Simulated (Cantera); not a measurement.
Charge: 1 mol MgCO₃, 0.068 mol SO₂, 4.6 mol O₂, held at 12.0 mbar.

Method: chemical equilibrium by Gibbs-energy minimisation in Cantera with the NASA 1993 tables (ideal gas, pure condensed phases). Candidate condensed phases: C, Mg, MgCO₃, MgO, MgS, MgSO₄, S; 26 gas species. Rates play no part.

Problem. At 1375 K, list the 4 most abundant gas species with their mole fractions, and the condensed phases.

Solution. O₂ 0.812, CO₂ 0.176, SO₂ 0.0119, SO₃ 8.83e-5. Condensed: MgO(s).
